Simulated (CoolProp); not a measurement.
A single-stage vapour-compression cycle with the fluid: evaporating at 240.15 K (dew point), condensing at 309.15 K (bubble point), superheat 8 K, subcooling 2 K, compressor efficiency 0.8, no pressure losses. The same conditions are run with several fluids, on thermodynamics alone (safety and materials aside).

Computed with CoolProp (reference Helmholtz-energy equation of state of each fluid (R407C: Lemmon 2003; CH2F2 (R32): Tillner-Roth 1997; isobutane: Bücker 2006; CH3F (R41): Lemmon 2006; trans-2-butene: Lemmon 2005; hydrogen sulfide: Lemmon 2006)). Blends and air are pseudo-pure fits.

Task: Rank R407C, CH2F2 (R32), isobutane, CH3F (R41), trans-2-butene, hydrogen sulfide by cooling COP, highest first.

Result: trans-2-butene (2.17), isobutane (2.05), hydrogen sulfide (2.00), CH2F2 (R32) (1.95), R407C (1.76), CH3F (R41) (1.59)

```csv
fluid,pressure ratio,discharge temperature (K),refrigerating effect (kJ/kg),volumetric capacity (kJ/m³)
R407C,13.1,364.6,147,774
CH2F2 (R32),9.31,408.2,249,1620
isobutane,11.8,328.5,241,280
CH3F (R41),6.66,402.4,244,3400
trans-2-butene,14.5,342.3,297,184
hydrogen sulfide,7.70,444.6,379,2230
```
